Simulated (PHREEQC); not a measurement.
Solution A (0.0024 mol HCl, 0.0089 mol CuSO4 and 0.0025 mol MnSO4 per kg of water) is mixed with solution B (0.00019 mol/kgw Ca(HCO3)2, 7.2e-05 mol/kgw CO2 and 3.2e-05 mol/kgw MgSO4) at 25 °C; shares are by mass of water, 1 kg in all. No oxygen is let in. No CO2 enters from the air. Only these solids could form: Calcite, Gypsum, Brucite, Portlandite, Rhodochrosite, Pyrochroite, Nesquehonite, Cu(OH)2, Malachite, Brochantite, Antlerite, Atacamite, Epsomite, Chalcanthite.

All values are PHREEQC results (ion-association model, wateq4f.dat), not measurements.

Q: Predict pH, Cu in solution (mol/kgw), Ca+2 (mol/kgw), Mg+2 (mol/kgw) at share of solution B = 0.25, 0.6, 0.9.

A: 
```
share of solution B    pH  Cu in solution (mol/kgw)  Ca+2 (mol/kgw)  Mg+2 (mol/kgw)
-------------------  ----  ------------------------  --------------  --------------
0.25                 2.94                   0.00668         3.50e-5         5.63e-6
0.6                  3.26                   0.00356         9.01e-5         1.46e-5
0.9                  5.24                  0.000847        0.000153         2.53e-5
```

Complexes and solids missing from the database can't appear.
